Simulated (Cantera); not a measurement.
Feed: 1 mol Si, 2.8 mol Cl2, 13 mol H2, held at 0.133 bar.

Equilibrium computed with Cantera from the NASA thermochemical tables; the gas is ideal and each condensed phase is pure. Candidate condensed phases: Si; 19 gas species. The tables' values for SiCl3, SiCl are old estimates; treat these amounts as uncertain. Rates play no part. All values below are at 1723 K.

Base state: H2 0.713, HCl 0.223, SiCl2 0.0585, SiCl3 0.00405, SiCl4 0.000528, H 0.000422, SiHCl3 0.000348, Cl 0.000102 (mole fractions); condensed: gas only.

**Question.** What changes in the equilibrium state with this change: Cl2 from 2.8 to 2.3 mol?

**Answer.** 
```
species    before     after
-------  --------  --------
H2          0.713     0.768
HCl         0.223     0.166
SiCl2      0.0585    0.0617
SiCl4    0.000528  0.000288
SiCl      2.41e-5   3.53e-5
```
